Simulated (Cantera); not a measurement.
A freely propagating, adiabatic, planar premixed flame of C3H8 : O2 : N2 = 1 : 6.67 : 25.1 (molar parts), equivalence ratio 0.75, unburnt at 525 K and 188 Torr; mixture-averaged transport, grid criteria slope 0.08 and curve 0.16, no radiation.

Cantera simulation using GRI-Mech 3.0 (53 species, 325 reactions); the numbers are that mechanism's predictions, not measurements. GRI-Mech 3.0 was tuned for natural gas; its chemistry of propane as a main component is partial and can be far from experiment. Burning velocities carry a grid error of a few per cent, more on coarse grids.

Question: Predict: laminar burning velocity; thermal thickness; peak x(CH2O); peak x(HO2).

Answer: 
```json
{
 "laminar_burning_velocity": "125 cm/s",
 "thermal_thickness": "1.10 mm",
 "peak x(CH2O)": "0.00137",
 "peak x(HO2)": "0.000300"
}
```
